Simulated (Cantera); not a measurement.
A closed system holds: 1 mol AlN, 0.049 mol H2, equilibrated at 0.0133 bar.

Equilibrium computed with Cantera from the NASA thermochemical tables; the gas is ideal and each condensed phase is pure. Candidate condensed phases: Al, AlN; 13 gas species. Kinetics and transport are ignored.

x: gas mole fraction; n: condensed amount in mol.

```json
[
 {"T (K)": "2075", "x H2": "0.712", "x Al": "0.175", "x N2": "0.0897", "x H": "0.0195", "x AlH": "…", "n AlN(s)": "0.988"},
 {"T (K)": "2125", "x H2": "0.503", "x Al": "0.311", "x N2": "0.158", "x H": "0.0223", "x AlH": "…", "n AlN(s)": "0.970"},
 {"T (K)": "2175", "x H2": "0.167", "x Al": "0.538", "x N2": "0.272", "x H": "0.0173", "x AlH": "…", "n AlN(s)": "0.851"},
 {"T (K)": "2225", "x H2": "0.0260", "x Al": "0.640", "x N2": "0.322", "x H": "0.00904", "x AlH": "…", "n AlN(s)": "0"},
 {"T (K)": "2275", "x H2": "0.0248", "x Al": "0.640", "x N2": "0.321", "x H": "0.0116", "x AlH": "…", "n AlN(s)": "0"},
 {"T (K)": "2325", "x H2": "0.0233", "x Al": "0.639", "x N2": "0.321", "x H": "0.0145", "x AlH": "…", "n AlN(s)": "0"},
 {"T (K)": "2375", "x H2": "0.0216", "x Al": "0.638", "x N2": "0.320", "x H": "0.0180", "x AlH": "…", "n AlN(s)": "0"},
 {"T (K)": "2425", "x H2": "0.0198", "x Al": "0.637", "x N2": "0.320", "x H": "0.0218", "x AlH": "…", "n AlN(s)": "0"},
 {"T (K)": "2475", "x H2": "0.0177", "x Al": "0.636", "x N2": "0.319", "x H": "0.0259", "x AlH": "…", "n AlN(s)": "0"},
 {"T (K)": "2525", "x H2": "0.0155", "x Al": "0.635", "x N2": "0.318", "x H": "0.0303", "x AlH": "…", "n AlN(s)": "0"},
 {"T (K)": "2575", "x H2": "0.0133", "x Al": "0.634", "x N2": "0.317", "x H": "0.0346", "x AlH": "…", "n AlN(s)": "0"},
 {"T (K)": "2625", "x H2": "0.0112", "x Al": "0.632", "x N2": "0.317", "x H": "0.0389", "x AlH": "…", "n AlN(s)": "0"}
]
```

Task: Complete the blanks.

Result: 
- 2075, x AlH: 0.00407
- 2125, x AlH: 0.00550
- 2175, x AlH: 0.00499
- 2225, x AlH: 0.00214
- 2275, x AlH: 0.00191
- 2325, x AlH: 0.00171
- 2375, x AlH: 0.00152
- 2425, x AlH: 0.00134
- 2475, x AlH: 0.00118
- 2525, x AlH: 0.00103
- 2575, x AlH: 0.000887
- 2625, x AlH: 0.000760
